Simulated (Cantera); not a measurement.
Charge: 1 mol CH4, a varied amount of H2O, 15 mol H2, held at 2048.15 K and 13.3 mbar.

These are equilibrium values from Cantera (NASA tables, ideal gas, pure condensed phases), not measurements of a reactor. Candidate condensed phases: C, C6H6, C7H8, C8H18, H2O; 110 gas species. The numbers say what is thermodynamically allowed, not how fast it happens.

Q: Which condensed phases are stable at each of these points (n(H2O) (mol)): 0.059, 0.094, 0.15, 0.23, 0.37, 0.59, 0.93, 1.5?

A: 
```tsv
n(H2O) (mol)	condensed phases	C condensed (%)
0.059	C(graphite)	90.5
0.094	C(graphite)	87.0
0.15	C(graphite)	81.4
0.23	C(graphite)	73.4
0.37	C(graphite)	59.4
0.59	C(graphite)	37.3
0.93	C(graphite)	3.3
1.5	gas only	0.0
```

From 0.059 mol H2O to 0.93 mol H2O the condensed part is C(graphite). At 1.5 mol H2O nothing is condensed.
